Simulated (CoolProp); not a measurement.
A closed Brayton cycle with carbon dioxide: compressor inlet 321.15 K and 8.5 MPa, high pressure 23.6 MPa, turbine inlet 645 K, compressor efficiency 0.85, turbine efficiency 0.93, recuperator effectiveness 0.9 (on enthalpy, no pinch check). Each further row changes one setting.

The numbers come from the reference Helmholtz-energy equation of state, Span 1996 in CoolProp.

| case | thermal efficiency (%) | net work (kJ/kg) | compressor to turbine work | compressor exit (K) | turbine exit (K) |
|---|---|---|---|---|---|
| as stated | 26.7 | 54.0 | 0.47 | 401.0 | 535.4 |
| turbine inlet 595 K | 23.2 | (withheld) | 0.53 | 401.0 | 489.8 |
| compressor inlet 331.15 K | (withheld) | 46.2 | (withheld) | 419.7 | 535.4 |
| high pressure 20.1 MPa | 26.4 | 48.8 | 0.45 | (withheld) | 552.3 |
| recuperator effectiveness 0.5 | 20.4 | 54.0 | 0.47 | 401.0 | 535.4 |

Q: Some entries are withheld; supply them.

A: 
- turbine inlet 595 K, net work (kJ/kg): 43.3
- compressor inlet 331.15 K, thermal efficiency (%): 24.5
- compressor inlet 331.15 K, compressor to turbine work: 0.55
- high pressure 20.1 MPa, compressor exit (K): 388.2
